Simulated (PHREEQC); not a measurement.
Dissolve 0.68 mol NH3, 0.0028 mol Na2SiO3 and 0.0047 mol (CH3)4NCl per kg of water at 25 °C. Closed to the air; pH follows from the charge balance.

The numbers come from PHREEQC with the ion-association model, phreeqc.dat.

The pH comes out as 11.69 and the ionic strength is 0.0132 mol/kgw. The activity of water comes out as 0.988. The total alkalinity is 686 meq/kg.

```tsv
species	molality	activity	log γ
NH3	0.677	0.679	0.001
Na+	0.00560	0.00500	-0.050
OH-	0.00548	0.00487	-0.052
Cl-	0.00470	0.00418	-0.051
(CH3)4N+	0.00470	0.00418	-0.051
NH4+	0.00277	0.00245	-0.054
H3SiO4-	0.00265	0.00235	-0.051
H2SiO4-2	0.000122	7.79e-5	-0.195
```

Precipitation was switched off in this run. (CH3)4N+ isn't in the database: it is added as a free cation with an ion size of 4 Å.
